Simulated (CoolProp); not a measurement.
Vapour-liquid equilibrium of propane (1) + cyclopropane (2) at 0.613 MPa; x and y are mole fractions of (1).

The numbers come from the multi-fluid Helmholtz-energy mixture model, Lemmon 2009 and Polt 1992; pair parameters Bell 2016 in CoolProp. This equation is an older, rougher fit; its heat capacities, sound speeds and derivatives of the liquid may be far off and weren't checked against measurements.

```csv
x,"bubble temperature, mixture model (K)","bubble temperature, Raoult's law (K)","y, mixture model","y, Raoult's law"
0.05,291.0,291.5,0.075,0.065
0.15,289.0,290.4,0.209,0.190
0.25,287.4,289.3,0.326,0.308
0.35,286.0,288.2,0.429,0.418
0.45,284.8,287.2,0.523,0.523
0.55,283.8,286.1,0.610,0.621
0.65,283.0,285.1,0.693,0.714
0.75,282.5,284.2,0.776,0.801
0.85,282.0,283.2,0.861,0.884
0.95,281.8,282.3,0.951,0.962
```

The largest gap from Raoult's law is -2.4 K in bubble temperature, at x = 0.45. No azeotrope shows between x = 0.05 and 0.95.

The pair parameters rest on a limited set of measurements; away from them the model extrapolates.
